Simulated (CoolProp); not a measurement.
The numbers come from the reference Helmholtz-energy equation of state, Setzmann 1991 in CoolProp.

For methane, give the phase and the cp (kJ/(kg K)), cv (kJ/(kg K)), Joule-Thomson coefficient (K/MPa), conductivity (mW/(m K)) at 226.2 K and 0.258 MPa; 284.4 K and 0.258 MPa.


- 226.2 K and 0.258 MPa: gas; cp 2.14, cv 1.60, Joule-Thomson coefficient 7.46, conductivity 25.0
- 284.4 K and 0.258 MPa: gas; cp 2.21, cv 1.68, Joule-Thomson coefficient 4.81, conductivity 32.4

Thermal conductivity comes from a separate model (Friend 1989).
